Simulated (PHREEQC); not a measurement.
Dissolve 0.0057 mol HF, 0.00082 mol H2SiF6, 0.0062 mol H3BO3 and 9.1e-05 mol HCl per kg of water at 25 °C. It is in equilibrium with CO2 at log p = -2 (atm). Otherwise closed; pH follows from the charge balance.

All values are PHREEQC results (ion-association model, phreeqc.dat), not measurements.

| quantity | before | after |
|---|---|---|
| pH | 2.55 | 2.56 |
| ionic strength (mol/kgw) | 0.00346 | 0.0100 |
| H3BO3 (mol/kgw) | 0.00477 | 0.000311 |
| HF (mol/kgw) | 0.00200 | 0.00582 |
| BF4- (mol/kgw) | 0.00109 | 0.00546 |
| F- (mol/kgw) | 0.000506 | 0.00156 |

### Question
Which change was made?
A. H3BO3 replaced by NaBF4 at the same molality
B. temperature from 25 to 90 °C
C. HCl replaced by KCl at the same molality
D. H2SiF6 from 0.00082 to 0.000902 mol/kgw
E. H2SiF6 left out

### Answer
A, H3BO3 replaced by NaBF4 at the same molality

No solid was allowed to form. Some of these states are supersaturated (in Quartz (slow to form), Chalcedony (slow to form), for instance). SiF6-2 is the database's only silicon fluoride. Real BF4- forms and hydrolyses slowly; the run takes it at equilibrium.
